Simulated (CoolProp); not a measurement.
p-xylene along the isobar 25.6 bar: fugacity coefficient from the reference equation and from simpler models built on Tc = 616.2 K, pc = 35.32 bar, ω = 0.324; each cubic takes its own stable root.

Computed with CoolProp (reference Helmholtz-energy equation of state, Zhou 2012).

```
T (K)   phase  reference  Redlich-Kwong  Peng-Robinson
-----  ------  ---------  -------------  -------------
342.4  liquid   0.004429        0.01359       0.004434
346.8  liquid   0.005286        0.01572       0.005289
351.2  liquid   0.006273        0.01811       0.006275
355.6  liquid   0.007407        0.02075       0.007408
360    liquid   0.008701        0.02368       0.008703
364.4  liquid    0.01017        0.02691        0.01018
368.8  liquid    0.01184        0.03045        0.01184
373.2  liquid    0.01372        0.03433        0.01373
377.5  liquid    0.01577        0.03846        0.01579
381.9  liquid    0.01812        0.04304        0.01815
386.3  liquid    0.02074        0.04801        0.02078
390.7  liquid    0.02364        0.05337        0.02370
395.1  liquid    0.02685        0.05914        0.02694
399.5  liquid    0.03038        0.06533        0.03050
```
